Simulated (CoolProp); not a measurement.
Model: reference Helmholtz-energy equation of state, McLinden 2015, in CoolProp.

Question: Give the vapour pressure (kPa), liquid density (kg/m³), vapour density (kg/m³) of saturated the fluoroketone C6F12O (FK-5-1-12) at 301.5, 308.9, 338.8 K.

Answer: 
```tsv
T (K)	p (kPa)	liquid density (kg/m³)	vapour density (kg/m³)
301.5	46.4	1590	6.08
308.9	62.3	1570	8.03
338.8	174	1470	21.6
```
